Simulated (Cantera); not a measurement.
Source: NASA polynomial tables (part measured, part estimated), evaluated in Cantera. Values are per mole of reaction as written; species without (g) are pure solids or liquids, kept so even where they would boil at 1 bar.

2 NO₂(g) = O₂(g) + 2 NO(g)

| T (K) | ΔH° (kJ) | ΔS° (J/K) | ΔG° (kJ) | log10 K |
|---|---|---|---|---|
| 675 | 116.4 | 152.1 | 13.8 | -1.07 |
| 875 | [?] | [?] | [?] | [?] |
| 1075 | [?] | [?] | [?] | [?] |
| 1275 | [?] | [?] | [?] | [?] |
| 1475 | [?] | [?] | [?] | [?] |

Q: Fill in the missing entries.

A: 
- 875, ΔH° (kJ): 116.2
- 875, ΔS° (J/K): 151.8
- 875, ΔG° (kJ): -16.6
- 875, log10 K: 0.99
- 1075, ΔH° (kJ): 115.6
- 1075, ΔS° (J/K): 151.2
- 1075, ΔG° (kJ): -46.9
- 1075, log10 K: 2.28
- 1275, ΔH° (kJ): 114.9
- 1275, ΔS° (J/K): 150.6
- 1275, ΔG° (kJ): -77.1
- 1275, log10 K: 3.16
- 1475, ΔH° (kJ): 114.0
- 1475, ΔS° (J/K): 150.0
- 1475, ΔG° (kJ): -107.1
- 1475, log10 K: 3.79
